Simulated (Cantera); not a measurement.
# Transport properties of process gases

Gas mixture: NO = 0.18 (molar parts), at 1.01 bar, frozen composition.

Cantera's kinetic-theory transport with the Lennard-Jones parameters of GRI-Mech 3.0, ideal gas; thermal conductivity in the multicomponent form. The composition is frozen, though it would react at the higher temperatures.

```tsv
T (K)	ρ (kg/m³)	cp (J/kg/K)	μ (µPa s)	λ (mW/m/K)	Pr	D (cm²/s) H	D (cm²/s) OH	D (cm²/s) O
400	0.914	998.6	23.1	32.5	0.711	2.03	0.517	0.527
500	0.731	1016	27.0	38.7	0.709	2.99	0.756	0.771
600	0.609	1041	30.6	45.0	0.708	4.09	1.03	1.05
700	0.522	1067	34.0	51.2	0.708	5.31	1.33	1.36
800	0.457	1092	37.1	57.3	0.708	6.66	1.67	1.70
900	0.406	1114	40.1	63.1	0.707	8.12	2.03	2.07
1000	0.366	1133	42.9	68.8	0.707	9.68	2.42	2.47
1100	0.332	1147	45.7	74.1	0.707	11.4	2.83	2.89
```
D: mixture-averaged diffusion coefficient of that species in the mixture.
